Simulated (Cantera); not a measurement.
Input: 1 mol C₃H₆, 0.56 mol O₂, 14 mol H₂, held at 850000 Pa.

Cantera equilibrium calculation (NASA polynomials, part measured and part estimated; ideal gas, pure solids and liquids). Candidate condensed phases: C, C₆H₆, C₇H₈, C₈H₁₈, H₂O; 110 gas species. Rates play no part. All values below are at 1050 K.

Base state: H₂ 0.751, CH₄ 0.175, H₂O 0.0464, CO 0.0255, CO₂ 0.00186, C₂H₆ 1.10e-5 (mole fractions); condensed: gas only.

Task: What changes in the equilibrium state with this change: O₂ from 0.56 to 0.28 mol?

Result: 
```csv
species,before,after
H₂,0.751,0.768
CH₄,0.175,0.194
H₂O,0.0464,0.0241
CO,0.0255,0.0137
CO₂,0.00186,0.000508
C₂H₆,1.10e-5,1.31e-5
```
